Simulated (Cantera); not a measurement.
Cantera run:

```python
import numpy as np
import cantera as ct

gas_names = """
    C3H8 C2H2,acetylene H2 H2S C2H6 CH4
""".split()
cond_names = """
    S(cr1) S(cr2) S(L)
""".split()


# ... load() reads the species with a 1 bar reference pressure and builds the phases ...
species = {s.name: s for s in load("nasa_gas.yaml", gas_names) + load("nasa_condensed.yaml", cond_names)}
# Each term lists the table entries of one substance; the one whose range holds T is used.
reactions = {
    '2 C3H8(g) = 3 C2H2(g) + 5 H2(g)':
        [(-2, ['C3H8']), (3, ['C2H2,acetylene']), (5, ['H2'])],
    'H2S(g) = S + H2(g)':
        [(-1, ['H2S']), (1, ['S(cr1)', 'S(cr2)', 'S(L)']), (1, ['H2'])],
    '2 C2H6(g) = C3H8(g) + CH4(g)':
        [(-2, ['C2H6']), (1, ['C3H8']), (1, ['CH4'])],
}


def pick(names, T):
    return next(species[n] for n in names if species[n].thermo.min_temp <= T <= species[n].thermo.max_temp)


results = []
for label, terms in reactions.items():
    print(label)
    print("     T/K   dH/kJ  dS/(J/K)   dG/kJ   log10 K")
    for T in [425, 525, 625, 725, 825, 925, 1025]:
        used = [(nu, pick(names, T)) for nu, names in terms]
        dH = sum(nu * s.thermo.h(T) for nu, s in used) / 1e6
        dS = sum(nu * s.thermo.s(T) for nu, s in used) / 1e3
        dG = dH - T * dS / 1e3
        logK = -dG * 1e6 / (ct.gas_constant * T * np.log(10))
        results.append((label, T, dH, dS, dG, logK, [s.name for _, s in used]))
        print(f"{T:8g} {dH:8.1f} {dS:8.1f} {dG:8.1f} {logK:8.2f}")
```

Output:

```
2 C3H8(g) = 3 C2H2(g) + 5 H2(g)
     T/K   dH/kJ  dS/(J/K)   dG/kJ   log10 K
     425    908.9    757.5    586.9   -72.14
     525    918.1    777.1    510.1   -50.75
     625    924.9    789.1    431.8   -36.09
     725    929.7    796.2    352.5   -25.40
     825    932.9    800.3    272.6   -17.26
     925    934.9    802.7    192.5   -10.87
    1025    935.8    803.5    112.2    -5.72
H2S(g) = S + H2(g)
     T/K   dH/kJ  dS/(J/K)   dG/kJ   log10 K
     425     25.3    -30.1     38.1    -4.68
     525     28.6    -23.2     40.8    -4.06
     625     31.4    -18.3     42.8    -3.58
     725     33.5    -15.2     44.5    -3.21
     825     35.3    -12.9     45.9    -2.91
     925     37.2    -10.7     47.1    -2.66
    1025     39.0     -8.8     48.0    -2.45
2 C2H6(g) = C3H8(g) + CH4(g)
     T/K   dH/kJ  dS/(J/K)   dG/kJ   log10 K
     425    -11.1     -0.4    -10.9     1.34
     525    -10.7      0.4    -10.9     1.09
     625    -10.4      0.9    -11.0     0.92
     725    -10.1      1.3    -11.1     0.80
     825     -9.8      1.7    -11.3     0.71
     925     -9.6      2.1    -11.5     0.65
    1025     -9.2      2.4    -11.7     0.59
```

Standard-state values (1 bar) from the NASA 1993 polynomials, evaluated with Cantera. Condensed species are held in their standard states even where they would react or evaporate.
